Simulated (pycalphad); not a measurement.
Source of the numbers: pycalphad with the COST 507 light-alloy database (1999); pressure 1 atm. The database dates from 1999; later assessments differ in places, in temperatures and in the compounds included. Amounts are mole fractions of atoms.

**Question.** Give the equilibrium state of Ti-3.54B (wt.%) at 1477 °C.

**Answer.** bcc, fraction 0.723, with 0.05 B wt.%; BM, fraction 0.277, with 18.4 B wt.%.

**Question.** Give the equilibrium state of Ti-3.54B (wt.%) at 1627 °C.

**Answer.** liquid, fraction 0.937, with 2.9 B wt.%; BM, fraction 0.063, with 18.4 B wt.%.

Database names, with the compositions (at.%) that they take in these runs: BM: Ti 50 B 50.
